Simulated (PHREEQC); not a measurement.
A solution holds 0.033 mol/kgw FeCl3, 0.033 mol/kgw MgSO4 and 0.012 mol/kgw NaHCO3, at 5 °C. Closed to the air; pH follows from the charge balance.

All values are PHREEQC results (ion-association model, wateq4f.dat), not measurements.

### Question
The ionic strength comes out as 0.208 mol/kgw. What activity coefficients do FeSO4+, Cl-, Fe(OH)2+, FeOH+2, Mg+2 get?

### Answer
FeSO4+ 0.74, Cl- 0.72, Fe(OH)2+ 0.75, FeOH+2 0.30, Mg+2 0.35.

Precipitation was switched off in this run. Saturation is exceeded, for instance for Jarosite-Na, Hematite (slow to form); the values hold only as long as no solid forms. Complexes and solids missing from the database can't appear. Constants without temperature data keep their 25 °C values here.
